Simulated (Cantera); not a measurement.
Charge: 1 mol BN, 2.5 mol HCl, held at 1.00 bar.

Method: chemical equilibrium by Gibbs-energy minimisation in Cantera with the NASA 1993 tables (ideal gas, pure condensed phases). Candidate condensed phases: B, BN, NH4Cl; 21 gas species. The tables' values for BCl2 are old estimates; treat these amounts as uncertain. Gases not in the tables: BHCl2. Kinetics and transport are ignored.

At 1575 K, list the 5 most abundant gas species with their mole fractions, and the condensed phases.

HCl 0.829, H2 0.0854, BCl3 0.0569, N2 0.0285, Cl 9.36e-5. Condensed: BN(s).
